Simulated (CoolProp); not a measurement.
Vapour-liquid equilibrium of CH3F (R41) (1) + chloromethane (R40) (2) at 13.15 °C; x and y are mole fractions of (1).

The numbers come from the multi-fluid Helmholtz-energy mixture model, Lemmon 2006 and Thol 2014; pair parameters Bell 2016 in CoolProp.

```
x     bubble pressure (kPa)  y at the bubble point  dew pressure at overall composition x (kPa)  liquid density (mol/L)
----  ---------------------  ---------------------  -------------------------------------------  ----------------------
0.05                  520.4                  0.244                                        422.3                   18.62
0.15                  758.5                  0.511                                        467.8                   18.80
0.25                  997.2                  0.652                                        523.9                   18.96
0.35                   1234                  0.741                                        594.9                   19.09
0.45                   1469                  0.803                                        687.4                   19.19
0.55                   1703                  0.849                                        812.9                   19.24
0.65                   1938                  0.887                                        991.8                   19.24
0.75                   2179                  0.920                                         1264                   19.16
0.85                   2436                  0.951                                         1707                   19.00
0.95                   2717                  0.983                                         2424                   18.70
```

No azeotrope shows between x = 0.05 and 0.95.

Pair parameters are fitted to limited data, so mixtures are less certain than the pure fluids.
